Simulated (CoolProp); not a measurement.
Saturation properties of R1234ze(E).

Computed with CoolProp (reference Helmholtz-energy equation of state, Thol 2016).

```
T (°C)  p (bar)  liquid density (kg/m³)  liquid viscosity (µPa s)  vapour viscosity (µPa s)
------  -------  ----------------------  ------------------------  ------------------------
-81.25  0.02250                    1454                       970                      7.85
-78.85  0.02755                    1448                       917                      7.95
-76.35        …                    1442                       866                         …
-73.95        …                    1436                       822                      8.16
-71.45  0.04956                    1429                       779                      8.26
-68.95  0.05974                    1423                       740                      8.37
-66.55  0.07110                    1417                       705                      8.47
-64.05  0.08481                    1411                       672                      8.57
-61.65  0.09998                       …                       642                      8.67
-59.15   0.1181                    1398                       613                      8.78
-56.75        …                    1392                       587                      8.88
-54.25   0.1616                    1386                       562                      8.99
```

### Question
Fill in the missing entries.

### Answer

- -76.35, p (bar): 0.03379
- -76.35, vapour viscosity (µPa s): 8.06
- -73.95, p (bar): 0.04088
- -61.65, liquid density (kg/m³): 1405
- -56.75, p (bar): 0.1380

It boils at -19.0 °C under 1 atm.

Viscosity comes from a separate model (Bell 2016), an estimate that may be off by 10 % or more.
